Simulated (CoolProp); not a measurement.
Vapour pressure (MPa) of diethyl ether: the reference equation beside estimates from Tc = 467.9 K, pc = 3.717 MPa, ω = 0.282. Clausius-Clapeyron is anchored at 367.5 K with a constant enthalpy of vaporisation of 22.07 kJ/mol.

Values from CoolProp's reference Helmholtz-energy equation of state, Thol 2014.

```csv
T (K),reference,Lee-Kesler,Clausius-Clapeyron,van der Waals,Redlich-Kwong,Soave-Redlich-Kwong,Peng-Robinson
367.5,0.5737,0.5739,0.5737,1.308,0.8010,0.5757,0.5687
370.3,0.6127,0.6129,0.6059,1.355,0.8462,0.6152,0.6076
373.1,0.6535,0.6539,0.6394,1.404,0.8932,0.6568,0.6484
375.9,0.6964,0.6969,0.6742,1.453,0.9420,0.7004,0.6913
378.7,0.7413,0.7419,0.7104,1.504,0.9925,(withheld),0.7363
381.5,0.7883,0.7891,0.7479,1.555,(withheld),0.7940,0.7835
384.3,0.8375,0.8384,0.7868,1.608,1.099,0.8442,0.8329
387.1,0.8890,0.8900,0.8271,1.661,1.155,0.8967,0.8847
389.9,(withheld),0.9438,0.8688,1.716,1.213,0.9516,0.9388
392.7,0.9989,1.000,0.9121,1.772,1.273,1.009,0.9954
395.5,1.058,1.059,0.9568,1.829,1.335,1.069,1.054
398.3,1.119,1.120,1.003,1.888,1.399,1.131,1.116
401.1,1.182,1.184,1.051,1.947,1.465,1.196,1.181
```

Fill in the missing entries.


- 378.7, Soave-Redlich-Kwong: 0.7461
- 381.5, Redlich-Kwong: 1.045
- 389.9, reference: 0.9428

Absolute difference from the reference over all 13 rows, mean and median: Lee-Kesler 0.1 and 0.1 %, Clausius-Clapeyron 5.9 and 6.1 %, van der Waals 93.6 and 92.0 %, Redlich-Kwong 31.4 and 31.2 %, Soave-Redlich-Kwong 0.8 and 0.8 %, Peng-Robinson 0.5 and 0.5 %.
